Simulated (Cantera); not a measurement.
Cantera run:

```python
import numpy as np
import cantera as ct

gas_names = """
    C CN CO CO2 C2 CCN CNC C2N2 C2O C3 C3O2 C4 C4N2 C5 N NCO NO NO2 NO3 N2 N2O O O2 O3 Si SiC SiC2 SiN
    SiO SiO2 Si2 Si2C Si2N Si3
""".split()
cond_names = """
    C(gr) Si(cr) Si(L) SiC(b) SiO2(Lqz) SiO2(hqz) SiO2(L) Si2N2O(s) Si3N4(a)
""".split()


# ... load() reads the species with a 1 bar reference pressure and builds the phases ...
atoms = {
    'SiC': {'Si': 1, 'C': 1},
    'O2': {'O': 2},
    'N2': {'N': 2},
}
top_T = {'C(gr)': 4500, 'SiC(b)': 3050, 'Si2N2O(s)': 2100, 'Si3N4(a)': 2400}  # K; cautious upper limits of use, not melting points


# ... equilibrate(T, P, feed) seeds the gas with the atoms and calls Mixture.equilibrate('TP', solver="vcs", rtol=1e-11, max_steps=5000) ...
results = []
feed = {'SiC': 1, 'O2': 0.0014, 'N2': 770}  # mol
T = 1325  # K
P = 100000  # Pa
mix = equilibrate(T, P, feed)
results.append((T, P, feed, dict(zip(mix.species_names, mix.species_moles))))
print(gas.report(threshold=1e-06))
for i in range(1, mix.n_phases):
    print(f"{mix.phase(i).name:16s} {mix.phase_moles(i):12.5e} mol")
```

It prints:

```
       temperature   1325 K
          pressure   1e+05 Pa
           density   0.25429 kg/m^3
  mean mol. weight   28.014 kg/kmol
   phase of matter   gas

                          1 kg             1 kmol
                     ---------------   ---------------
          enthalpy        1.1543e+06        3.2337e+07  J
   internal energy        7.6105e+05         2.132e+07  J
           entropy            8480.8        2.3758e+05  J/K
    Gibbs function       -1.0083e+07       -2.8246e+08  J
 heat capacity c_p              1219             34149  J/K
 heat capacity c_v            922.22             25835  J/K

                      mass frac. Y      mole frac. X     chem. pot. / RT
                     ---------------   ---------------   ---------------
                CO        2.7715e-06        2.7719e-06           -49.215
                N2                 1                 1           -25.639
     [  +32 minor]        3.4265e-10        1.9531e-10

C(gr)             9.97867e-01 mol
Si(cr)            0.00000e+00 mol
SiC(b)            0.00000e+00 mol
SiO2(hqz)         0.00000e+00 mol
Si2N2O(s)         6.67403e-04 mol
Si3N4(a)          3.32888e-01 mol
```

Equilibrium computed with Cantera from the NASA thermochemical tables; the gas is ideal and each condensed phase is pure. N2 is the only nitrogen source here; it is nearly inert below about 1500 K, so the nitride shown seldom forms there in practice. Mutual solubility and eutectic melting of coexisting phases are not modelled.
